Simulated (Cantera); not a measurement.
A perfectly stirred reactor is fed with CO : H2 : CH4 : O2 : N2 : H2O = 1 : 1.1 : 0.11 : 1.48 : 5.55 : 0.28 (molar parts), at 240 Torr; it is adiabatic with a 673 K inlet, and is followed from long to short residence time, starting on the burning branch (τ in s: 0.19, 0.079, 0.034, 0.014, 0.0061, 0.0026, 0.0011, 0.00047, 0.0002, 8.4e-05, 3.6e-05, 1.5e-05).

Detailed kinetics in Cantera: GRI-Mech 3.0 (53 species, 325 reactions).

Predict: blow-out, bracketed by the residence times tried; x(CO) at τ = 0.190 s; x(H2) at τ = 0.190 s; x(CH4) at τ = 0.190 s; x(H2O2) at τ = 0.190 s; x(HO2) at τ = 0.190 s; x(CO) at τ = 1.10 ms; x(H2) at τ = 1.10 ms; x(CH4) at τ = 1.10 ms; x(H2O2) at τ = 1.10 ms; x(HO2) at τ = 1.10 ms.


```json
{
  "blow_out_bracketed_by_the_residence_times_tried": "burning at 84.0 µs, out at 36.0 µs",
  "x(CO) at τ = 0.190 s": "0.0188",
  "x(H2) at τ = 0.190 s": "0.00522",
  "x(CH4) at τ = 0.190 s": "2.25e-7",
  "x(H2O2) at τ = 0.190 s": "8.08e-8",
  "x(HO2) at τ = 0.190 s": "2.13e-6",
  "x(CO) at τ = 1.10 ms": "0.0430",
  "x(H2) at τ = 1.10 ms": "0.0175",
  "x(CH4) at τ = 1.10 ms": "1.66e-5",
  "x(H2O2) at τ = 1.10 ms": "2.78e-7",
  "x(HO2) at τ = 1.10 ms": "6.06e-6"
}
```
